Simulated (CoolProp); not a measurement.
Vapour-liquid equilibrium of dimethyl ether (1) + ethanol (2) at 46.05 °C; x and y are mole fractions of (1).

The numbers come from the multi-fluid Helmholtz-energy mixture model, Wu 2011 and Schroeder 2014; pair parameters Bell 2016 in CoolProp.

```tsv
x	bubble pressure, mixture model (MPa)	bubble pressure, Raoult's law (MPa)	y, mixture model	y, Raoult's law
0.05	0.1037	0.07494	0.771	0.692
0.15	0.2487	0.1763	0.909	0.883
0.25	0.3753	0.2777	0.943	0.934
0.35	0.4841	0.3790	(withheld)	0.958
0.45	0.5775	0.4804	0.968	0.972
0.55	0.6593	0.5817	0.975	0.981
0.65	(withheld)	0.6831	(withheld)	0.988
0.75	0.8080	0.7844	0.985	0.992
0.85	(withheld)	0.8858	0.990	0.996
0.95	(withheld)	0.9871	0.996	0.999
```

Q: Fill in the missing entries.

A: 
- 0.35, y, mixture model: 0.959
- 0.65, bubble pressure, mixture model (MPa): 0.7341
- 0.65, y, mixture model: 0.980
- 0.85, bubble pressure, mixture model (MPa): 0.8878
- 0.95, bubble pressure, mixture model (MPa): 0.9820

The largest gap from Raoult's law is +41.1 % in bubble pressure, at x = 0.15. No azeotrope shows between x = 0.05 and 0.95.

Pair parameters are fitted to limited data, so mixtures are less certain than the pure fluids. The gap from Raoult's law changes sign with composition, which may be real or a fault of the pair parameters; it wasn't checked against measurements.
